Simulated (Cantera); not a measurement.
Input: 1 mol borazine, 1.2 mol H₂, 22 mol N₂, equilibrated at 13.3 mbar.

Equilibrium computed with Cantera from the NASA thermochemical tables; the gas is ideal and each condensed phase is pure. Candidate condensed phases: B, BN; 15 gas species. The feed counts by its element totals alone. Rates play no part.

Which condensed phases are stable at each of these points (T (K)): 1198, 1348, 1498, 1648, 1798, 1948, 2098, 2248, 2398?


```csv
T (K),condensed phases,B condensed (%)
1198,BN(s),100.0
1348,BN(s),100.0
1498,BN(s),100.0
1648,BN(s),100.0
1798,BN(s),100.0
1948,BN(s),100.0
2098,BN(s),100.0
2248,BN(s),99.7
2398,B(l),97.3
```

From 1198 K to 2248 K the condensed part is BN(s). At 2398 K the condensed part is B(l).
